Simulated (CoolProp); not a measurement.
Model: reference Helmholtz-energy equation of state, Lemmon 2006, in CoolProp. It is a short technical equation, of lower accuracy than the large ones.

**Question.** Give the vapour pressure (MPa), liquid density (kg/m³), enthalpy of vaporisation (kJ/kg), vapour Z of saturated R141b at 371 K.

**Answer.** 
```json
[
 {"T (K)": "371", "p (MPa)": "0.645", "liquid density (kg/m³)": "1080", "enthalpy of vaporisation (kJ/kg)": "186", "vapour Z": "0.865"}
]
```
